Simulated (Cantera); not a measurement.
Charge: 1 mol CH4, 0.13 mol O2, held at 1000 Pa.

Cantera equilibrium calculation (NASA polynomials, part measured and part estimated; ideal gas, pure solids and liquids). Candidate condensed phases: C, C6H6, C7H8, C8H18, H2O; 110 gas species. The numbers say what is thermodynamically allowed, not how fast it happens.

### Question
At 1175 K, list the 4 most abundant gas species with their mole fractions, and the condensed phases.

### Answer
H2 0.885, CO 0.115, CH4 0.000150, H2O 3.53e-5. Condensed: C(graphite).
